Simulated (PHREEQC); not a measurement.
A PHREEQC input (ion-association model, phreeqc.dat):

```
SOLUTION 1
  temp 298.15
  units mg/kgw
  pH 6.21
  pe 10.9
  Na 3170
  K 55.2
  Ca 120
  Mg 244
  Cl 5910
  S(6) 275 as SO4
  Alkalinity 0.000222 as HCO3
  F 1.78
END
USE solution 1
EQUILIBRIUM_PHASES 1
  Quartz 0 0.5
  Fluorite 0 0
  CO2(g) -2.5 10
END
```

It stops with these messages:

```
WARNING: Maximum iterations exceeded, 100
WARNING: Maximum iterations exceeded, 100
WARNING: The program has failed to converge to a numerical solution.
ERROR:           Alkalinity has not converged. Total: 3.638205e-09	Calculated: -4.042066e-05	Residual: 4.042430e-05
ERROR: Is non-carbonate alkalinity greater than total alkalinity?
ERROR:                   Ca has not converged. Total: 2.994012e-03	Calculated: 3.147179e-03	Residual: -1.531671e-04
ERROR:                   Cl has not converged. Total: 1.666996e-01	Calculated: 1.619131e-01	Residual: 4.786435e-03
ERROR:                    F has not converged. Total: 9.369210e-05	Calculated: 3.611195e-05	Residual: 5.758015e-05
ERROR:                    K has not converged. Total: 1.411692e-03	Calculated: 1.175651e-03	Residual: 2.360412e-04
ERROR:                   Mg has not converged. Total: 1.003620e-02	Calculated: 3.851420e-03	Residual: 6.184776e-03
ERROR:                   Na has not converged. Total: 1.378872e-01	Calculated: 1.311395e-01	Residual: 6.747717e-03
ERROR:                 S(6) has not converged. Total: 2.862675e-03	Calculated: 1.154757e-03	Residual: 1.707918e-03
ERROR:               A(H2O) Activity of water has not converged. 	Residual: 1.600514e+01
ERROR: Model failed to converge for initial solution  1.
```

Task: Why does the run stop?

Result: The fault: the temperature typed in kelvin. The line should read `temp 25` where the input has `temp 298.15`. With the mend the run ends at pH 5.15 and ionic strength 0.182 mol/kgw.
